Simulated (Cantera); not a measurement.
## N2O furnace oxynitridation

An isothermal, constant-pressure homogeneous reactor starts with 98.8 % N2O, 1.20 % H2O, at 1425 K and 1.00 atm.

Cantera simulation using GRI-Mech 3.0 (53 species, 325 reactions); the numbers are that mechanism's predictions, not measurements. GRI-Mech 3.0 was tuned for natural gas; its chemistry of N2O as a main component is partial and can be far from experiment. The temperature is held fixed by assumption; the heat of reaction is taken as removed at once.

```
t (s)       x N2O    x H2O     x N2      x NO    x HO2       x H     x H2
--------  -------  -------  -------  --------  -------  --------  -------
0.000100    0.985   0.0120  0.00195  0.000436  8.62e-6   2.54e-8  5.85e-8
0.000439    0.974   0.0119  0.00870   0.00186  9.71e-6   4.47e-8  2.94e-7
0.00192     0.927   0.0118   0.0371   0.00768  4.85e-6   4.89e-8  2.57e-7
0.00843     0.756   0.0111    0.141    0.0289  1.70e-6   5.11e-8  1.71e-7
0.0370      0.359  0.00947    0.384    0.0749  4.72e-7   4.72e-8  1.44e-7
0.162      0.0413  0.00821    0.584    0.0998  1.28e-7   1.10e-8  5.52e-8
0.711     6.58e-5  0.00806    0.611    0.0995  3.94e-8  6.96e-10  1.01e-8
3.12      2.96e-6  0.00806    0.611    0.0993  3.91e-8  6.84e-10  1.00e-8
13.7      2.92e-6  0.00806    0.612    0.0986  3.91e-8  6.84e-10  1.00e-8
60.0      2.74e-6  0.00806    0.613    0.0955  3.93e-8  6.83e-10  9.99e-9
```
x: mole fraction; the columns are a selection and need not sum to one.

Equilibrium at this temperature and pressure: N2O 5.56e-8, H2O 0.00805, N2 0.661, NO 0.000960, HO2 4.42e-8, H 6.55e-10, H2 9.23e-9 (gas phase only).
